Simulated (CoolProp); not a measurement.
Vapour-liquid equilibrium of R22 (1) + R152A (2) at 198.9 K; x and y are mole fractions of (1).

Values from CoolProp's multi-fluid Helmholtz-energy mixture model, Kamei 1995 and Outcalt 1996; pair parameters Bell 2016.

Give the bubble pressure and the first vapour's composition at x = 0.05, 0.2, 0.95. Is there an azeotrope?

x = 0.05: 5.972 kPa, y = 0.108; x = 0.2: 7.126 kPa, y = 0.372; x = 0.95: 14.91 kPa, y = 0.985. No azeotrope shows between x = 0.05 and 0.95.

The pair parameters rest on a limited set of measurements; away from them the model extrapolates.
